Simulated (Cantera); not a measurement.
**Iron carbonyl, mercury and lead vapours: Fe(CO)₅ + O₂ + H₂**

Feed: 1 mol Fe(CO)₅, 2.6 mol O₂, a varied amount of H₂, equilibrated at 1050 K and 570000 Pa.

Equilibrium computed with Cantera from the NASA thermochemical tables; the gas is ideal and each condensed phase is pure. Candidate condensed phases: C, C₆H₆, C₇H₈, C₈H₁₈, Fe, Fe(CO)₅, FeO, Fe(OH)₂, Fe(OH)₃, Fe₂O₃, Fe₃O₄, H₂O; 114 gas species. The tables' stoichiometric FeO is somewhat more stable than real wüstite, so its field is too wide. FeO: taken at fixed stoichiometry. The numbers say what is thermodynamically allowed, not how fast it happens.

```tsv
n(H₂) (mol)	x CO₂	x H₂	x CO	x H₂O	x CH₄	x C₂H₆	x HCOOH	n FeO(s)
0.36	0.733	0.0163	0.200	0.0508	5.80e-6	<1e-12	5.83e-8	1.00
0.59	0.675	0.0292	0.219	0.0763	2.42e-5	5.37e-12	9.59e-8	1.00
0.97	0.594	0.0528	0.243	0.109	0.000110	6.20e-11	1.53e-7	1.00
1.6	0.490	0.0945	0.267	0.147	0.000518	7.62e-10	2.25e-7	1.00
2.6	0.377	0.159	0.282	0.180	0.00212	7.58e-9	2.91e-7	1.00
4.3	0.262	0.251	0.276	0.203	0.00729	5.67e-8	3.21e-7	1.00
7.2	0.165	0.364	0.242	0.211	0.0187	2.57e-7	2.92e-7	1.00
12	0.0935	0.481	0.187	0.205	0.0342	6.54e-7	2.19e-7	1.00
19	0.0498	0.584	0.131	0.188	0.0468	1.01e-6	1.42e-7	1.00
```
x: gas mole fraction; n: condensed amount in mol.

From 0.36 mol H₂ to 19 mol H₂ the condensed part is FeO(s).
